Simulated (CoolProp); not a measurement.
A closed Brayton cycle with carbon dioxide: compressor inlet 310.15 K and 8.5 MPa, high pressure 18.6 MPa, turbine inlet 915 K, compressor efficiency 0.8, turbine efficiency 0.9, recuperator effectiveness 0.95 (on enthalpy, no pinch check). Each further row changes one setting.

Values from CoolProp's reference Helmholtz-energy equation of state, Span 1996.

| case | thermal efficiency (%) | net work (kJ/kg) | compressor to turbine work | compressor exit (K) | turbine exit (K) |
|---|---|---|---|---|---|
| as stated | 36.7 | 95.1 | 0.19 | 343.4 | 814.4 |
| turbine inlet 865 K | 35.4 | 88.2 | 0.20 | 343.4 | 768.0 |
| compressor inlet 320.15 K | 37.2 | 80.5 | 0.31 | 381.0 | 814.4 |
| high pressure 15.8 MPa | 33.7 | 77.5 | 0.17 | 336.2 | 834.9 |
| recuperator effectiveness 0.5 | 18.6 | 95.1 | 0.19 | 343.4 | 814.4 |
